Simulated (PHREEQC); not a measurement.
NaOH is added in steps, without added water, to 1 kg of water holding 0.82 mmol/kgw CaSO4, 0.86 mmol/kgw Na2CO3 and 0.16 mmol/kgw H4SiO4, at 25 °C. Oxygen is held at 0.21 atm. CO2 from the air is kept out. The run lets Calcite, Gypsum, SiO2(a) precipitate or redissolve, and no other solid.

Base run: PHREEQC, ion-association model, phreeqc.dat. Each further column changes one thing. The table gives pH.

| NaOH added (mol) | base | H4SiO4 from 0.00016 to 0.0008 mol/kgw | H4SiO4 from 0.00016 to 0.00032 mol/kgw |
|---|---|---|---|
| 0 | 9.75 | 9.33 | 9.59 |
| 4.5e-05 | 9.85 | 9.40 | 9.69 |
| 9e-05 | 9.96 | 9.47 | 9.78 |
| 0.0001575 | 10.10 | 9.56 | 9.91 |
| 0.0002025 | 10.18 | 9.62 | 9.99 |
| 0.0002475 | 10.25 | 9.68 | 10.07 |
| 0.0002925 | 10.32 | 9.74 | 10.14 |
| 0.00036 | 10.41 | 9.82 | 10.25 |
| 0.000405 | 10.47 | 9.88 | 10.31 |
| 0.00045 | 10.52 | 9.94 | 10.37 |
